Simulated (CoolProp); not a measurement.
A single-stage vapour-compression cycle with ammonia: evaporating at 226.15 K (dew point), condensing at 270.15 K (bubble point), superheat 10 K, subcooling 8 K, compressor efficiency 0.8, no pressure losses. Each further row changes one setting.

Model: reference Helmholtz-energy equation of state, Gao 2020, in CoolProp.

```tsv
case	cooling COP	pressure ratio	discharge temperature (K)	refrigerating effect (kJ/kg)	volumetric capacity (kJ/m³)
as stated	3.36	7.89	413.2	1270	542
evaporating temperature 231.15 K	…	…	…	1280	709
condensing temperature 265.15 K	3.87	6.49	…	1290	552
subcooling 13 K	…	7.89	413.2	1290	552
superheat 20 K	3.28	7.89	…	1290	…
compressor efficiency 0.7	2.94	7.89	436.0	1270	542
```

Question: Complete the blanks.

Answer: 
- evaporating temperature 231.15 K, cooling COP: 3.98
- evaporating temperature 231.15 K, pressure ratio: 5.96
- evaporating temperature 231.15 K, discharge temperature (K): 392.5
- condensing temperature 265.15 K, discharge temperature (K): 393.7
- subcooling 13 K, cooling COP: 3.42
- superheat 20 K, discharge temperature (K): 429.2
- superheat 20 K, volumetric capacity (kJ/m³): 528
